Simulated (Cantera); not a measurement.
Cantera run:

```python
import numpy as np
import cantera as ct

gas_names = """
    H HO2 H2 H2O H2O2 O OH O2 O3 Zr ZrO ZrO2
""".split()
cond_names = """
    H2O(s) H2O(L) Zr(a) Zr(b) Zr(L) ZrO2(a) ZrO2(b) ZrO2(L)
""".split()


# ... load() reads the species with a 1 bar reference pressure and builds the phases ...
atoms = {
    'Zr': {'Zr': 1},
    'H2O': {'H': 2, 'O': 1},
}
top_T = {}  # K; cautious upper limits of use, not melting points


# ... equilibrate(T, P, feed) seeds the gas with the atoms and calls Mixture.equilibrate('TP', solver="vcs", rtol=1e-11, max_steps=5000) ...
results = []
T = 1523  # K
P = 710  # Pa
for m in [1.6, 2.8, 4, 5.2, 6.4, 7.6, 8.8]:
    feed = {'Zr': 1, 'H2O': m}  # mol
    mix = equilibrate(T, P, feed)
    results.append((T, P, feed, dict(zip(mix.species_names, mix.species_moles))))
    x = sorted(zip(gas.X, gas.species_names), reverse=True)
    print(f"T = {T:g} K  P = {P:g} Pa  n(H2O) = {m:g} mol  gas = {mix.phase_moles(0):.4g} mol")
    print("   x: " + "  ".join(f"{s} {v:.3e}" for v, s in x if v > 1e-06))
    print("   condensed (mol): " + ("  ".join(f"{mix.phase(i).name} {mix.phase_moles(i):.4g}"
          for i in range(1, mix.n_phases) if mix.phase_moles(i) > 1e-12) or "none"))
```

It prints:

```
T = 1523 K  P = 710 Pa  n(H2O) = 1.6 mol  gas = 1.6 mol
   x: H2 9.997e-01  H 2.742e-04
   condensed (mol): Zr(b) 0.2  ZrO2(b) 0.8
T = 1523 K  P = 710 Pa  n(H2O) = 2.8 mol  gas = 2.8 mol
   x: H2 7.141e-01  H2O 2.857e-01  H 2.318e-04  OH 2.858e-06
   condensed (mol): ZrO2(b) 1
T = 1523 K  P = 710 Pa  n(H2O) = 4 mol  gas = 4 mol
   x: H2O 4.999e-01  H2 4.999e-01  H 1.939e-04  OH 5.978e-06
   condensed (mol): ZrO2(b) 1
T = 1523 K  P = 710 Pa  n(H2O) = 5.2 mol  gas = 5.2 mol
   x: H2O 6.153e-01  H2 3.845e-01  H 1.701e-04  OH 8.389e-06
   condensed (mol): ZrO2(b) 1
T = 1523 K  P = 710 Pa  n(H2O) = 6.4 mol  gas = 6.401 mol
   x: H2O 6.874e-01  H2 3.124e-01  H 1.533e-04  OH 1.040e-05
   condensed (mol): ZrO2(b) 1
T = 1523 K  P = 710 Pa  n(H2O) = 7.6 mol  gas = 7.601 mol
   x: H2O 7.368e-01  H2 2.631e-01  H 1.407e-04  OH 1.214e-05
   condensed (mol): ZrO2(b) 1
T = 1523 K  P = 710 Pa  n(H2O) = 8.8 mol  gas = 8.801 mol
   x: H2O 7.727e-01  H2 2.272e-01  H 1.307e-04  OH 1.370e-05
   condensed (mol): ZrO2(b) 1
```

Cantera equilibrium calculation (NASA polynomials, part measured and part estimated; ideal gas, pure solids and liquids). Mutual solubility and eutectic melting of coexisting phases are not modelled. Condensed phases not in the tables: N, O or C dissolved in the metal.
